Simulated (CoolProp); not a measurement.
Vapour-liquid equilibrium of cyclohexane (1) + ethylbenzene (2) at 331.3 K; x and y are mole fractions of (1).

Computed with CoolProp (multi-fluid Helmholtz-energy mixture model, Zhou 2014 and Zhou 2012; pair parameters Bell 2016).

Give the bubble pressure and the first vapour's composition at x = 0.05, 0.35, 0.65. Is there an azeotrope?

x = 0.05: 9.511 kPa, y = 0.317; x = 0.35: 24.30 kPa, y = 0.811; x = 0.65: 36.08 kPa, y = 0.923. No azeotrope shows between x = 0.05 and 0.95.

The pair parameters rest on a limited set of measurements; away from them the model extrapolates.
